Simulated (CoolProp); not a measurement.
Vapour-liquid equilibrium of toluene (1) + n-decane (2) at 425.5 K; x and y are mole fractions of (1).

Values from CoolProp's multi-fluid Helmholtz-energy mixture model, Lemmon 2006 and Lemmon 2006; pair parameters Bell 2016.

```tsv
x	bubble pressure, mixture model (MPa)	bubble pressure, Raoult's law (MPa)	y, mixture model	y, Raoult's law
0.05	0.06765	0.06797	0.203	0.214
0.2	(withheld)	0.1031	0.556	0.563
0.35	(withheld)	0.1382	0.728	0.735
0.5	0.1776	0.1733	0.828	0.838
0.65	(withheld)	0.2084	0.894	0.906
0.8	0.2449	0.2435	0.944	0.954
0.95	0.2787	0.2786	0.987	0.990
```

Complete the blanks.


- 0.2, bubble pressure, mixture model (MPa): 0.1043
- 0.35, bubble pressure, mixture model (MPa): 0.1417
- 0.65, bubble pressure, mixture model (MPa): 0.2117

The largest gap from Raoult's law is +2.5 % in bubble pressure, at x = 0.35. No azeotrope shows between x = 0.05 and 0.95.

The pair parameters rest on a limited set of measurements; away from them the model extrapolates. The gap from Raoult's law changes sign with composition, which may be real or a fault of the pair parameters; it wasn't checked against measurements.
